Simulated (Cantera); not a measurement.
Hydrocarbon pyrolysis for carbon deposition

An isothermal, constant-pressure homogeneous reactor starts with 1.10 % C₂H₆, 98.9 % N₂, at 1100 K and 0.0760 bar.

Cantera simulation using GRI-Mech 3.0 (53 species, 325 reactions); the numbers are that mechanism's predictions, not measurements. GRI-Mech 3.0 stops at C3 and has no aromatics, soot or wall deposition, so with more carbon than oxygen in the feed, carbon stays in small species such as C2H2 where larger ones or solid carbon would form.

```tsv
t (s)	x C₂H₆	x H₂	x C₂H₄	x C₂H₂	x HCN	x H	x CH₃
0.000200	0.0110	1.03e-10	1.75e-10	<1e-12	<1e-12	8.27e-11	7.00e-8
0.000812	0.0110	8.96e-9	1.06e-8	<1e-12	<1e-12	1.69e-9	2.76e-7
0.00330	0.0110	6.18e-7	6.46e-7	2.56e-12	<1e-12	2.74e-8	1.00e-6
0.0134	0.0110	2.93e-5	2.98e-5	4.89e-9	<1e-12	2.62e-7	2.91e-6
0.0544	0.0106	0.000404	0.000412	1.01e-6	2.44e-11	5.52e-7	6.66e-6
0.221	0.00867	0.00218	0.00218	3.18e-5	5.77e-11	6.47e-7	6.28e-6
0.896	0.00322	0.00763	0.00684	0.000535	8.77e-11	8.67e-7	3.58e-6
3.64	0.000129	0.0126	0.00750	0.00276	9.89e-11	3.84e-7	5.22e-7
14.8	6.82e-6	0.0145	0.00572	0.00463	9.90e-11	1.00e-7	1.15e-7
60.0	2.46e-6	0.0165	0.00365	0.00668	9.88e-11	6.73e-8	6.93e-8
```
x: mole fraction; the columns are a selection and need not sum to one.

Equilibrium at this temperature and pressure: C₂H₆ 1.47e-7, H₂ 0.0175, C₂H₄ 0.000196, C₂H₂ 0.00222, HCN 0.0142, H 1.25e-8, CH₃ 3.33e-8 (gas phase only).
